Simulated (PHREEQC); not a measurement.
Consider water at 20 °C with 0.0035 mol CuSO4, 0.087 mol HBF4 and 0.015 mol Na2SO4 per kg of water. It is in equilibrium with CO2 at log p = -3.4 (atm). Otherwise closed; pH follows from the charge balance.

Computed with PHREEQC (ion-association model, wateq4f.dat).

Problem. The ionic strength comes out as 0.116 mol/kgw. What activity coefficients do HSO4-, F-, BF4-, SO4-2, Na+ get?

Solution. HSO4- 0.77, F- 0.75, BF4- 0.73, SO4-2 0.36, Na+ 0.78.

No solid was allowed to form. Real BF4- forms and hydrolyses slowly; the run takes it at equilibrium.
